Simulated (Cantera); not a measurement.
Cantera run:

```python
import numpy as np
import cantera as ct

gas_names = [...]  # 52 gases of nasa_gas.yaml made of Cl, F, H, O, Si
cond_names = """
    H2O(s) H2O(L) Si(cr) Si(L) SiO2(Lqz) SiO2(hqz) SiO2(L)
""".split()


# ... load() reads the species with a 1 bar reference pressure and builds the phases ...
atoms = {
    'SiO2': {'Si': 1, 'O': 2},
    'F2': {'F': 2},
    'H2': {'H': 2},
    'HCl': {'H': 1, 'CL': 1},
}
top_T = {}  # K; cautious upper limits of use, not melting points


# ... equilibrate(T, P, feed) seeds the gas with the atoms and calls Mixture.equilibrate('TP', solver="vcs", rtol=1e-11, max_steps=5000) ...
results = []
T = 1075  # K
P = 5.8  # Pa
for m in [1.8, 2.4, 3, 3.6, 4.2, 4.8, 5.3, 5.9, 6.5, 7.1, 7.7, 8.3]:
    feed = {'SiO2': 1, 'F2': 14, 'H2': 0.68, 'HCl': m}  # mol
    mix = equilibrate(T, P, feed)
    results.append((T, P, feed, dict(zip(mix.species_names, mix.species_moles))))

top = {s: max(r[3][s] / sum(r[3][g] for g in gas_names) for r in results) for s in gas_names}
cols = sorted((s for s in top if top[s] > 0.001), key=lambda s: -top[s])[:5]
seen = [c for c in cond_names if any(r[3].get(c, 0) > 1e-12 for r in results)]
print("log10 of partial pressures in bar; condensed amounts in mol")
print(f"{'n(HCl)':>10s}" + "".join(f"{s[:9]:>10s}" for s in cols + seen))
for T, P, feed, n in results:
    ng = sum(n[g] for g in gas_names)
    print(f"{feed['HCl']:10.4g}" + "".join(f"{np.log10(max(n[s] / ng * P / 1e5, 1e-99)):10.3f}" for s in cols)
          + "".join(f"{n.get(c, 0):10.4g}" for c in seen))
```

Result:

```
log10 of partial pressures in bar; condensed amounts in mol
    n(HCl)         F        HF       CLF      SiF4        O2
       1.8    -4.372    -5.152    -5.401    -5.652    -5.652
       2.4    -4.401    -5.077    -5.277    -5.652    -5.652
         3    -4.431    -5.012    -5.180    -5.652    -5.652
       3.6    -4.463    -4.957    -5.102    -5.652    -5.652
       4.2    -4.498    -4.907    -5.036    -5.652    -5.652
       4.8    -4.535    -4.863    -4.980    -5.653    -5.653
       5.3    -4.569    -4.830    -4.938    -5.653    -5.653
       5.9    -4.613    -4.793    -4.893    -5.653    -5.653
       6.5    -4.662    -4.759    -4.854    -5.654    -5.654
       7.1    -4.717    -4.727    -4.819    -5.655    -5.655
       7.7    -4.777    -4.699    -4.788    -5.656    -5.656
       8.3    -4.845    -4.672    -4.762    -5.657    -5.657
```

Equilibrium computed with Cantera from the NASA thermochemical tables; the gas is ideal and each condensed phase is pure.
